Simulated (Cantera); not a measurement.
What does this Cantera script print?

```python
import numpy as np
import cantera as ct

gas = ct.Solution("h2o2.yaml")
gas.TPX = 648, 14000, {'H2': 1, 'O2': 0.417, 'N2': 1.54}
flame = ct.FreeFlame(gas, width=0.16)
flame.set_refine_criteria(ratio=3, slope=0.08, curve=0.16)
flame.transport_model = "mixture-averaged"
flame.solve(loglevel=0, auto=True)
z, T = flame.grid, flame.T
thick = (T[-1] - T[0]) / np.gradient(T, z).max()
show = ['H2', 'O2', 'H', 'O', 'H2O', 'H2O2']
print(f"laminar burning velocity  {flame.velocity[0] * 100:.3f} cm/s")
print(f"burnt temperature         {T[-1]:.1f} K")
print(f"thermal thickness         {thick * 1e3:.4f} mm")
print(f"grid points               {len(z)}")
z0 = z[flame.heat_release_rate.argmax()]
print(f"{'z/mm':>9s}{'T/K':>9s}{'u/(m/s)':>9s}" + "".join(f"{s:>11s}" for s in show))
rows = []
for k in (-3, -2, -1.5, -1, -0.5, -0.25, 0, 0.25, 0.5, 1, 2, 4, 8):
    zz = z0 + k * thick
    rows.append([k * thick, np.interp(zz, z, T), np.interp(zz, z, flame.velocity),
                 *(np.interp(zz, z, flame.X[gas.species_index(s)]) for s in show)])
    print(f"{rows[-1][0] * 1e3:9.3f}{rows[-1][1]:9.1f}{rows[-1][2]:9.3f}" + "".join(f"{x:11.3e}" for x in rows[-1][3:]))
```

Output:

```
laminar burning velocity  769.780 cm/s
burnt temperature         2477.1 K
thermal thickness         6.3161 mm
grid points               141
     z/mm      T/K  u/(m/s)         H2         O2          H          O        H2O       H2O2
  -18.948    648.0    7.698  3.382e-01  1.410e-01  1.837e-14  4.351e-16 -4.206e-15  2.187e-14
  -12.632    648.0    7.698  3.382e-01  1.410e-01  1.034e-11  2.208e-13  2.917e-12  2.323e-14
   -9.474    648.0    7.698  3.382e-01  1.410e-01  7.499e-10  1.375e-11  1.047e-10  5.999e-14
   -6.316    648.0    7.698  3.382e-01  1.410e-01  2.551e-07  3.757e-09  2.311e-08  2.897e-11
   -3.158    653.1    7.753  3.372e-01  1.409e-01  3.624e-04  7.805e-06  3.429e-04  2.144e-07
   -1.579    748.5    8.819  3.180e-01  1.376e-01  9.207e-03  2.891e-04  9.495e-03  3.553e-07
    0.000   1121.0   12.848  1.705e-01  8.698e-02  8.001e-02  7.862e-03  1.130e-01  6.260e-07
    1.579   1397.4   15.795  6.978e-02  2.803e-02  1.136e-01  1.401e-02  2.192e-01  7.076e-07
    3.158   1512.7   16.968  6.757e-02  2.259e-02  1.042e-01  1.415e-02  2.295e-01  5.644e-07
    6.316   1651.1   18.339  7.173e-02  2.000e-02  8.911e-02  1.342e-02  2.356e-01  3.529e-07
   12.632   1807.6   19.841  7.503e-02  1.712e-02  7.275e-02  1.189e-02  2.439e-01  1.880e-07
   25.264   1973.3   21.379  7.661e-02  1.397e-02  5.663e-02  9.702e-03  2.544e-01  9.839e-08
   50.529   2138.1   22.858  7.627e-02  1.071e-02  4.191e-02  7.197e-03  2.668e-01  5.695e-08
```

Model: the H2/O2 subset of GRI-Mech 3.0, which has no nitrogen chemistry, integrated in Cantera. Burning velocities carry a grid error of a few per cent, more on coarse grids.
